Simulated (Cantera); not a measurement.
Input: 1 mol B2O3, 11 mol H2O, 25 mol H2, 0.23 mol NH3, at 3.00 Torr.

These are equilibrium values from Cantera (NASA tables, ideal gas, pure condensed phases), not measurements of a reactor. Candidate condensed phases: B, BN, B2O3, B3O3H3, H2O; 39 gas species. Rates play no part. All values below are at 1525 °C.

Base state: H2 0.672, H2O 0.267, HBO2 0.0514, H 0.00456, N2 0.00306, B2O3 0.000725, HBO 0.000329, OH 0.000119 (mole fractions); condensed: gas only.

Task: What changes in the equilibrium state with this change: H2O from 11 to 0.62 mol?

Result: 
```csv
species,before,after
H2,0.672,0.920
HBO2,0.0514,0.0386
B2O3,0.000725,0.0118
H2O,0.267,0.00928
B2O2,6.15e-7,0.000393
OH,0.000119,3.54e-6
HBO,0.000329,0.00973
BO,3.99e-5,0.00101
```
